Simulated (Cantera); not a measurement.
Mixture: H2 : O2 : N2 = 1 : 0.714 : 3.14 (molar parts), equivalence ratio 0.70, at 130000 Pa, adiabatic and at constant pressure. Ignition delay is the time to a rise of 400 K.

Model: the H2/O2 subset of GRI-Mech 3.0, which has no nitrogen chemistry, integrated in Cantera. Where the delays flatten at high temperature, the 400 K rule measures the pace of heat release, not the induction time.

```csv
quantity,before,after
delay at 973 K,5.23 ms,11.8 ms
delay at 1173 K,48.9 µs,0.227 ms
delay at 1373 K,21.6 µs,5.75 µs
delay at 1573 K,15.9 µs,0.556 µs
delay at 1773 K,16.0 µs,0.272 µs
```

Q: Which change was made?
(A) O2 0.714 to 0.24 parts
(B) H2 1 to 2.6 parts
(C) pressure from 130000 Pa to 600000 Pa
(D) pressure from 130000 Pa to 3000000 Pa

A: D, pressure from 130000 Pa to 3000000 Pa
